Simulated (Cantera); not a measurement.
An isothermal, constant-pressure homogeneous reactor starts with CH4 : H2O = 1 : 1.5 (molar parts), at 1275 K and 0.960 bar. Integrator tolerance rtol = 1e-08.

Computed with Cantera and GRI-Mech 3.0 (53 species, 325 reactions).

**Question.** What does this change do: CH4 1 to 0.15 parts?

**Answer.** 
| quantity | before | after |
|---|---|---|
| x(CH4) at 300 s | 0.229 (gas-phase equilibrium 6.75e-5) | 0.0450 (gas-phase equilibrium 1.00e-7) |
| x(H2O) at 300 s | 0.470 (gas-phase equilibrium 0.0942) | 0.807 (gas-phase equilibrium 0.647) |
| x(CO) at 300 s | 0.0160 (gas-phase equilibrium 0.205) | 0.00544 (gas-phase equilibrium 0.0319) |
| x(CH2CO) at 300 s | 5.25e-6 (gas-phase equilibrium 4.58e-11) | 3.16e-6 (gas-phase equilibrium <1e-12) |
| x(O2) at 300 s | <1e-12 (gas-phase equilibrium <1e-12) | <1e-12 (gas-phase equilibrium <1e-12) |
| x(HCO) at 300 s | 2.66e-11 (gas-phase equilibrium 5.69e-10) | 6.76e-12 (gas-phase equilibrium 5.62e-11) |
